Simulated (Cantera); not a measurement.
## Transport properties of process gases

Gas mixture: NH3 = 0.58 (molar parts), at 17.0 Pa, frozen composition.

Cantera's kinetic-theory transport with the Lennard-Jones parameters of GRI-Mech 3.0, ideal gas; thermal conductivity in the mixture-averaged form. Polar gases are described roughly by these parameters. The composition is frozen, though it would react at the higher temperatures.

```
T (K)  ρ (kg/m³)  cp (J/kg/K)  μ (µPa s)  λ (mW/m/K)     Pr  D (cm²/s) CO2  D (cm²/s) C2H2  D (cm²/s) N2
-----  ---------  -----------  ---------  ----------  -----  -------------  --------------  ------------
400      8.71e-5         2269       13.9        44.3  0.713           1670            1740          2280
550      6.33e-5         2565       19.2        68.6  0.717           3100            3190          4090
700      4.97e-5         2844       24.3        95.8  0.721           4870            4990          6290
850      4.10e-5         3087       29.1         125  0.721           6950            7080          8840
1000     3.48e-5         3319       33.6         154  0.725           9310            9450         11700
1150     3.03e-5         3518       37.9         184  0.726          11900           12100         14900
1300     2.68e-5         3695       42.0         213  0.728          14800           14900         18300
1450     2.40e-5         3852       45.9         243  0.729          17900           18000         22100
```
D: mixture-averaged diffusion coefficient of that species in the mixture.
